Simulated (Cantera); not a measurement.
Charge: 1 mol TEOS, 0.91 mol CO2, 2.6 mol N2, at 0.100 bar.

Cantera equilibrium calculation (NASA polynomials, part measured and part estimated; ideal gas, pure solids and liquids). Candidate condensed phases: C, C6H6, C7H8, C8H18, H2O, Si, SiC, SiO2, Si2N2O, Si3N4; 151 gas species. The feed counts by its element totals alone. N2 is the only nitrogen source here; it is nearly inert below about 1500 K, so the nitride shown seldom forms there in practice. Mutual solubility and eutectic melting of coexisting phases are not modelled. The tables hold silica as quartz up to 1696 K and as liquid above; real silica turns to tridymite and cristobalite and melts near 1996 K. Rates play no part.

**Question.** Which condensed phases are stable at each of these points (T (K)): 850, 1050, 1250, 1450, 1650, 1850, 2050?

**Answer.** 
| T (K) | condensed phases | Si condensed (%) |
|---|---|---|
| 850 | C(graphite) + SiO2(β-quartz) | 100.0 |
| 1050 | C(graphite) + SiO2(β-quartz) | 100.0 |
| 1250 | C(graphite) + SiO2(β-quartz) | 100.0 |
| 1450 | C(graphite) + Si2N2O(s) | 100.0 |
| 1650 | C(graphite) + SiC(s) + Si2N2O(s) | 98.1 |
| 1850 | C(graphite) + SiC(s) | 96.3 |
| 2050 | C(graphite) + SiC(s) | 93.9 |

From 850 K to 1250 K the condensed part is C(graphite) + SiO2(β-quartz). At 1450 K the condensed part is C(graphite) + Si2N2O(s). At 1650 K the condensed part is C(graphite) + SiC(s) + Si2N2O(s). From 1850 K to 2050 K the condensed part is C(graphite) + SiC(s).
